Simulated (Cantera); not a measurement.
Feed: 1 mol Si₃N₄, 0.014 mol H₂O, 91 mol N₂, equilibrated at 2000 Pa.

Cantera equilibrium calculation (NASA polynomials, part measured and part estimated; ideal gas, pure solids and liquids). Candidate condensed phases: H₂O, Si, SiO₂, Si₂N₂O, Si₃N₄; 35 gas species. The tables' values for SiN are old estimates; treat these amounts as uncertain. Kinetics and transport are ignored.

x: gas mole fraction; n: condensed amount in mol.

```csv
T (K),x N₂,x Si,x Si₂N,x SiN,x Si₂,n Si₃N₄(s),n Si(l)
1798,1.000,8.74e-5,?,5.50e-6,2.97e-7,0.992,0
1848,0.999,0.000302,?,1.65e-5,2.02e-6,0.984,0
1898,0.999,0.000614,?,2.92e-5,4.91e-6,0,2.92
1948,0.998,0.00116,?,4.85e-5,1.06e-5,0,2.86
1998,0.997,0.00213,?,7.86e-5,2.19e-5,0,2.76
2048,0.996,0.00378,?,0.000124,4.38e-5,0,2.58
2098,0.993,0.00653,?,0.000192,8.47e-5,0,2.29
2148,0.988,0.0110,?,0.000290,0.000159,0,1.82
2198,0.980,0.0181,?,0.000429,0.000288,0,1.07
2248,0.970,0.0281,?,0.000602,0.000476,0,0
```

Question: What belongs in the gaps?

Answer: 
- 1798, x Si₂N: 5.02e-6
- 1848, x Si₂N: 2.42e-5
- 1898, x Si₂N: 4.24e-5
- 1948, x Si₂N: 6.70e-5
- 1998, x Si₂N: 0.000103
- 2048, x Si₂N: 0.000156
- 2098, x Si₂N: 0.000231
- 2148, x Si₂N: 0.000334
- 2198, x Si₂N: 0.000475
- 2248, x Si₂N: 0.000619
